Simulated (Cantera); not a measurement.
Mixture: CH4 : H2 : O2 : N2 = 1 : 0.064 : 1.56 : 5.88 (molar parts), equivalence ratio 1.3, at 0.987 atm, adiabatic and at constant volume. Ignition delay is the time to a rise of 400 K.

Model: GRI-Mech 3.0 (53 species, 325 reactions), integrated in Cantera.

Q: What does this change do: constant pressure in place of constant volume?

A: 
```
quantity                                                before       after
--------------------------------------------------  ----------  ----------
delay at 1275 K                                        10.1 ms     10.8 ms
delay at 1425 K                                        1.88 ms     2.02 ms
delay at 1575 K                                       0.462 ms    0.494 ms
delay at 1725 K                                       0.152 ms    0.162 ms
delay at 1875 K                                        61.6 µs     66.3 µs
apparent activation energy between 1725 and 1875 K  160 kJ/mol  160 kJ/mol
```

Q: What does this change do: CH4 1 to 0.37 parts?

A: 
```
quantity                                                before       after
--------------------------------------------------  ----------  ----------
delay at 1275 K                                        10.1 ms     3.05 ms
delay at 1425 K                                        1.88 ms    0.785 ms
delay at 1575 K                                       0.462 ms    0.268 ms
delay at 1725 K                                       0.152 ms    0.112 ms
delay at 1875 K                                        61.6 µs     52.9 µs
apparent activation energy between 1725 and 1875 K  160 kJ/mol  130 kJ/mol
```

Q: What does this change do: pressure from 0.987 atm to 0.326 atm?

A: 
```
quantity                                                before       after
--------------------------------------------------  ----------  ----------
delay at 1275 K                                        10.1 ms     22.5 ms
delay at 1425 K                                        1.88 ms     4.19 ms
delay at 1575 K                                       0.462 ms     1.14 ms
delay at 1725 K                                       0.152 ms    0.409 ms
delay at 1875 K                                        61.6 µs    0.175 ms
apparent activation energy between 1725 and 1875 K  160 kJ/mol  150 kJ/mol
```
